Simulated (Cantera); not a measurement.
Input: 1 mol Si, 4.2 mol Cl2, equilibrated at 1198 K and 0.200 bar.

Equilibrium computed with Cantera from the NASA thermochemical tables; the gas is ideal and each condensed phase is pure. Candidate condensed phases: Si; 9 gas species. Equilibrium is a limit: real reactors are often held back by kinetics, nucleation or transport.

Base state: Cl2 0.680, SiCl4 0.311, Cl 0.00854 (mole fractions); condensed: gas only.

Task: What changes in the equilibrium state with this change: pressure from 0.200 bar to 83.0 mbar?

Result: 
| species | before | after |
|---|---|---|
| Cl2 | 0.680 | 0.676 |
| SiCl4 | 0.311 | 0.310 |
| Cl | 0.00854 | 0.0132 |
